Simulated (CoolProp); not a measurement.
100 sccm (0 °C, 1 atm) of nitrogen bubbles through liquid n-heptane at 354.5 K and leaves saturated at a total pressure of 0.15 MPa (ideal gas phase). Each further row changes one setting.

Model: reference Helmholtz-energy equation of state, Span 2003, in CoolProp. It is a short technical equation, of lower accuracy than the large ones.

| case | vapour pressure (kPa) | mole fraction of vapour | delivery (mg/min) | delivery (sccm) | change of delivery for a bath 1 K warmer (%) |
|---|---|---|---|---|---|
| as stated | 59.7 | ___ | 295 | 66.1 | ___ |
| bath temperature 359.5 K | ___ | ___ | 393 | 87.9 | ___ |
| total pressure 0.3 MPa | 59.7 | 0.199 | ___ | ___ | 4.2 |

Task: What belongs in the gaps?

Result: 
- as stated, mole fraction of vapour: 0.398
- as stated, change of delivery for a bath 1 K warmer (%): 5.7
- bath temperature 359.5 K, vapour pressure (kPa): 70.2
- bath temperature 359.5 K, mole fraction of vapour: 0.468
- bath temperature 359.5 K, change of delivery for a bath 1 K warmer (%): 6.2
- total pressure 0.3 MPa, delivery (mg/min): 111
- total pressure 0.3 MPa, delivery (sccm): 24.8
